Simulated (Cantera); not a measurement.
A perfectly stirred reactor is fed with C2H6 : N2 = 1 : 55 (molar parts), at 3.08 Torr; it is held at 1675 K, and followed from long to short residence time.

Cantera simulation using GRI-Mech 3.0 (53 species, 325 reactions); the numbers are that mechanism's predictions, not measurements. GRI-Mech 3.0 stops at C3 and has no aromatics, soot or wall deposition, so with more carbon than oxygen in the feed, carbon stays in small species such as C2H2 where larger ones or solid carbon would form. Radical loss at walls, strong at low pressure, is not modelled.

Problem. What does this change do: pressure from 3.08 Torr to 0.400 bar?

Solution. 
```tsv
quantity	before	after
x(C2H6) at τ = 0.680 s	5.62e-5	5.41e-6
x(H) at τ = 0.680 s	0.000518	5.37e-5
x(CH2) at τ = 0.680 s	7.16e-6	1.28e-7
x(C2H4) at τ = 0.680 s	0.000304	4.33e-5
x(HCN) at τ = 0.680 s	8.70e-5	1.46e-5
x(C2H6) at τ = 6.50 ms	0.00403	0.000266
x(H) at τ = 6.50 ms	0.000620	0.000163
x(CH2) at τ = 6.50 ms	2.99e-5	2.27e-6
x(C2H4) at τ = 6.50 ms	0.00557	0.000986
x(HCN) at τ = 6.50 ms	6.71e-6	8.36e-6
```

Problem. What does this change do: C2H6 1 to 0.59 parts?

Solution. 
| quantity | before | after |
|---|---|---|
| x(C2H6) at τ = 0.680 s | 5.62e-5 | 3.79e-5 |
| x(H) at τ = 0.680 s | 0.000518 | 0.000413 |
| x(CH2) at τ = 0.680 s | 7.16e-6 | 6.29e-6 |
| x(C2H4) at τ = 0.680 s | 0.000304 | 0.000213 |
| x(HCN) at τ = 0.680 s | 8.70e-5 | 0.000102 |
| x(C2H6) at τ = 6.50 ms | 0.00403 | 0.00265 |
| x(H) at τ = 6.50 ms | 0.000620 | 0.000502 |
| x(CH2) at τ = 6.50 ms | 2.99e-5 | 2.37e-5 |
| x(C2H4) at τ = 6.50 ms | 0.00557 | 0.00332 |
| x(HCN) at τ = 6.50 ms | 6.71e-6 | 7.31e-6 |
